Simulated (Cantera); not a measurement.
A closed system holds: 1 mol NH3, 3.7 mol O2, 7 mol H2, held at 898.15 K and 10.0 Torr.

Equilibrium computed with Cantera from the NASA thermochemical tables; the gas is ideal and each condensed phase is pure. Candidate condensed phases: H2O; 24 gas species. Equilibrium is a limit: real reactors are often held back by kinetics, nucleation or transport.

Base state: H2O 0.822, H2 0.122, N2 0.0556 (mole fractions); condensed: gas only.

What changes in the equilibrium state with this change: H2 from 7 to 0.19 mol?


```json
[
 {"species": "O2", "before": "<1e-9", "after": "0.566"},
 {"species": "H2O", "before": "0.822", "after": "0.335"},
 {"species": "N2", "before": "0.0556", "after": "0.0991"},
 {"species": "H2", "before": "0.122", "after": "<1e-9"}
]
```

What changes in the equilibrium state with this change: 0.44 mol Cl2 added?


```tsv
species	before	after
H2O	0.822	0.784
HCl	0	0.0932
H2	0.122	0.0699
N2	0.0556	0.0530
```
Further candidate phases: NH4Cl.
